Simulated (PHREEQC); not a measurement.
# Copper plating or etch bath: an equilibrium model

Make-up at 25 °C: 0.0012 mol Cu(NO3)2, 0.00023 mol H2SO4 and 0.25 mol NaCl per kg of water. Closed to the air; pH follows from the charge balance.

Equilibrium calculation in PHREEQC: ion-association model, phreeqc.dat.

No solid was allowed to form.

Question: What pH does the model give?

Answer: pH 3.44.

Question: In which forms is Cu present?

Answer: Cu+2 82 %, CuCl+ 17 %, CuCl2 1.0 % of the Cu.
